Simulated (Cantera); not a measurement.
Feed: 1 mol SiH₄, 8.5 mol N₂, at 1848.15 K and 0.170 bar.

Cantera equilibrium calculation (NASA polynomials, part measured and part estimated; ideal gas, pure solids and liquids). Candidate condensed phases: Si, Si₃N₄; 18 gas species. Rates play no part.

What is the equilibrium state?


```
Quantity                              Value
--------------------------------  ---------
x(N₂)                                 0.796
x(H₂)                                 0.203
x(H)                               0.000580
x(Si)                               9.96e-6
x(SiH₂)                             2.28e-6
x(SiH)                              1.84e-6
x(SiN)                              1.41e-6
n(Si₃N₄(s))                       0.333 mol
gas amount                        9.836 mol
log10 activity of Si(l) (absent)      -0.57
```
